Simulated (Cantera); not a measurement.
An adiabatic, constant-volume homogeneous reactor starts with CH4 : O2 : N2 = 1 : 2.47 : 9.28 (molar parts), equivalence ratio 0.81, at 1025 K and 5.90 bar.

Cantera simulation using GRI-Mech 3.0 (53 species, 325 reactions); the numbers are that mechanism's predictions, not measurements.

Q: Predict: time of steepest temperature rise; temperature at 0.400 s; equilibrium temperature; x(O2) at 0.400 s; x(CO2) at 0.400 s; x(O) at 0.400 s.

A: 
```
Quantity                                                            Result
---------------------------------  ---------------------------------------
time of steepest temperature rise                                  88.4 ms
temperature at 0.400 s                                              2767 K
equilibrium temperature                                             2767 K
x(O2) at 0.400 s                     0.0337 (gas-phase equilibrium 0.0337)
x(CO2) at 0.400 s                    0.0656 (gas-phase equilibrium 0.0656)
x(O) at 0.400 s                    0.00219 (gas-phase equilibrium 0.00219)
```
